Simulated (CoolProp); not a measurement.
Carbon dioxide at 298.15 K and 2.15 MPa is throttled through a valve to 1.33 MPa with no heat exchange. Each further row changes one setting.

The numbers come from the reference Helmholtz-energy equation of state, Span 1996 in CoolProp.

| case | temperature change (K) | final density (kg/m³) |
|---|---|---|
| as stated | -9.4 | 26.4 |
| outlet pressure 0.399 MPa | -21.1 | 7.82 |
| outlet pressure 1.73 MPa | -4.7 | 34.6 |
